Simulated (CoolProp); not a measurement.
Values from CoolProp's reference Helmholtz-energy equation of state, Span 1996.

Give the vapour pressure (MPa), vapour Z, liquid viscosity (µPa s) of saturated carbon dioxide at -16.35, -8.85 °C.


```tsv
T (°C)	p (MPa)	vapour Z	liquid viscosity (µPa s)
-16.35	2.20	0.780	132
-8.85	2.74	0.742	117
```

Viscosity comes from a separate model (Laesecke 2017).
